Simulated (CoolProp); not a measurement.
Ethylene along the isotherm 320.1 K: density (kg/m³) from the reference equation and from simpler models built on Tc = 282.4 K, pc = 5.042 MPa, ω = 0.087; each cubic takes its own stable root.

The numbers come from the reference Helmholtz-energy equation of state, Smukala 2000 in CoolProp.

```json
[
 {"p (MPa)": "1.05", "phase": "gas", "reference": "11.63"},
 {"p (MPa)": "2.1", "phase": "gas", "reference": "24.60"},
 {"p (MPa)": "3.15", "phase": "gas", "reference": "39.31"},
 {"p (MPa)": "4.2", "phase": "gas", "reference": "56.35"},
 {"p (MPa)": "5.25", "phase": "supercritical", "reference": "76.66"},
 {"p (MPa)": "6.3", "phase": "supercritical", "reference": "101.7"},
 {"p (MPa)": "7.35", "phase": "supercritical", "reference": "133.4"},
 {"p (MPa)": "8.4", "phase": "supercritical", "reference": "172.7"},
 {"p (MPa)": "9.45", "phase": "supercritical", "reference": "213.7"},
 {"p (MPa)": "10.5", "phase": "supercritical", "reference": "247.9"},
 {"p (MPa)": "11.6", "phase": "supercritical", "reference": "274.4"},
 {"p (MPa)": "12.6", "phase": "supercritical", "reference": "292.6"}
]
```

Question: How far does each simpler model (ideal gas, van der Waals, Redlich-Kwong, Peng-Robinson) lie from the reference over these 12 states: mean and median of the absolute difference, and the worst?

Answer: 
- ideal gas: mean 35.3 %, median 38.3 %, worst -55.4 % at 320.1 K and 11.6 MPa
- van der Waals: mean 4.9 %, median 3.0 %, worst -14.7 % at 320.1 K and 12.6 MPa
- Redlich-Kwong: mean 2.6 %, median 0.8 %, worst -7.7 % at 320.1 K and 12.6 MPa
- Peng-Robinson: mean 2.4 %, median 2.6 %, worst -3.5 % at 320.1 K and 10.5 MPa
